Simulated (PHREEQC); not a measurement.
A column of 0.2 m (40 cells, dispersivity 0.007 m, 300 s a shift, diffusion coefficient 3e-10 m²/s) holds 0.11 eq of the database's cation exchanger X per kg of pore water, first in equilibrium with 63 mmol/kgw NaCl and 0.01 mmol/kgw HCl. It is flushed with 0.00087 mol Na2SO4, 0.034 mol CaCl2 and 1e-05 mol HCl per kg of water, at 25 °C. Values are for the last cell. CO2 from the air is kept out. No solid was allowed to form.

Base run: PHREEQC, ion-association model, phreeqc.dat. Each further column changes one thing. The table gives Na in solution (mol/kgw).

```json
[
 {"pore volumes": "0", "base": "0.0630", "dispersivity from 0.007 to 0.014 m": "0.0630"},
 {"pore volumes": "0.6125", "base": "0.0633", "dispersivity from 0.007 to 0.014 m": "0.0638"},
 {"pore volumes": "1.212", "base": "0.0684", "dispersivity from 0.007 to 0.014 m": "0.0681"},
 {"pore volumes": "1.812", "base": "0.0697", "dispersivity from 0.007 to 0.014 m": "0.0695"},
 {"pore volumes": "2.413", "base": "0.0697", "dispersivity from 0.007 to 0.014 m": "0.0589"},
 {"pore volumes": "3.013", "base": "0.00344", "dispersivity from 0.007 to 0.014 m": "0.00711"},
 {"pore volumes": "3.612", "base": "0.00179", "dispersivity from 0.007 to 0.014 m": "0.00249"},
 {"pore volumes": "4.213", "base": "0.00174", "dispersivity from 0.007 to 0.014 m": "0.00185"},
 {"pore volumes": "4.812", "base": "0.00174", "dispersivity from 0.007 to 0.014 m": "0.00176"},
 {"pore volumes": "5.412", "base": "0.00174", "dispersivity from 0.007 to 0.014 m": "0.00174"},
 {"pore volumes": "6.013", "base": "0.00174", "dispersivity from 0.007 to 0.014 m": "0.00174"}
]
```
